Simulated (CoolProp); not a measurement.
A single-stage vapour-compression cycle with dimethyl ether: evaporating at 316.15 K (dew point), condensing at 385.15 K (bubble point), superheat 0 K, subcooling 5 K, compressor efficiency 0.65, no pressure losses. Each further row changes one setting.

The numbers come from the reference Helmholtz-energy equation of state, Wu 2011 in CoolProp.

```json
[
 {"case": "as stated", "cooling COP": "1.77", "pressure ratio": "4.26", "discharge temperature (K)": "410.5", "refrigerating effect (kJ/kg)": "186", "volumetric capacity (kJ/m³)": "3750"},
 {"case": "evaporating temperature 321.15 K", "cooling COP": "1.99", "pressure ratio": "3.75", "discharge temperature (K)": "408.4", "refrigerating effect (kJ/kg)": "190", "volumetric capacity (kJ/m³)": "4350"},
 {"case": "condensing temperature 380.15 K", "cooling COP": "2.05", "pressure ratio": "3.89", "discharge temperature (K)": "404.2", "refrigerating effect (kJ/kg)": "203", "volumetric capacity (kJ/m³)": "4100"},
 {"case": "subcooling 10 K", "cooling COP": "1.94", "pressure ratio": "4.26", "discharge temperature (K)": "410.5", "refrigerating effect (kJ/kg)": "205", "volumetric capacity (kJ/m³)": "4120"},
 {"case": "superheat 10 K", "cooling COP": "1.82", "pressure ratio": "4.26", "discharge temperature (K)": "420.6", "refrigerating effect (kJ/kg)": "205", "volumetric capacity (kJ/m³)": "3910"},
 {"case": "compressor efficiency 0.55", "cooling COP": "1.50", "pressure ratio": "4.26", "discharge temperature (K)": "417.9", "refrigerating effect (kJ/kg)": "186", "volumetric capacity (kJ/m³)": "3750"}
]
```
